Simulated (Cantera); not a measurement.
**Thermodynamics of carbon deposition, reforming and gasification, feed C2H5OH + O2 + H2**

Feed: 1 mol C2H5OH, 0.35 mol O2, 1.8 mol H2, equilibrated at 10.0 Torr.

Cantera equilibrium calculation (NASA polynomials, part measured and part estimated; ideal gas, pure solids and liquids). Candidate condensed phases: C, C6H6, C7H8, C8H18, H2O; 110 gas species. The numbers say what is thermodynamically allowed, not how fast it happens.

| T (°C) | x H2 | x CO | x H | x C2H2 (acetylene) | x H2O | x CO2 | n C(graphite) |
|---|---|---|---|---|---|---|---|
| 650 | 0.737 | 0.254 | 1.82e-9 | 8.78e-11 | 0.00386 | 0.00272 | 0.332 |
| 850 | 0.738 | 0.261 | 3.17e-7 | 1.62e-8 | 0.000170 | 5.50e-5 | 0.300 |
| 1050 | 0.738 | 0.262 | 1.18e-5 | 6.09e-7 | 1.89e-5 | 3.60e-6 | 0.300 |
| 1250 | 0.738 | 0.262 | 0.000172 | 8.72e-6 | 3.75e-6 | 4.96e-7 | 0.300 |
| 1450 | 0.737 | 0.261 | 0.00136 | 6.67e-5 | 1.09e-6 | 1.10e-7 | 0.299 |
| 1650 | 0.732 | 0.261 | 0.00698 | 0.000330 | 4.10e-7 | 3.40e-8 | 0.296 |
| 1850 | 0.714 | 0.258 | 0.0263 | 0.00118 | 1.82e-7 | 1.31e-8 | 0.284 |
| 2050 | 0.668 | 0.251 | 0.0771 | 0.00324 | 8.75e-8 | 5.80e-9 | 0.256 |
| 2250 | 0.573 | 0.238 | 0.182 | 0.00682 | 4.17e-8 | 2.76e-9 | 0.198 |
x: gas mole fraction; n: condensed amount in mol.

From 650 °C to 2250 °C the condensed part is C(graphite). The main C-bearing gas is CO throughout. The share of C in condensed phases is highest at 650 °C (16.6 %) and lowest at 2250 °C (9.9 %).
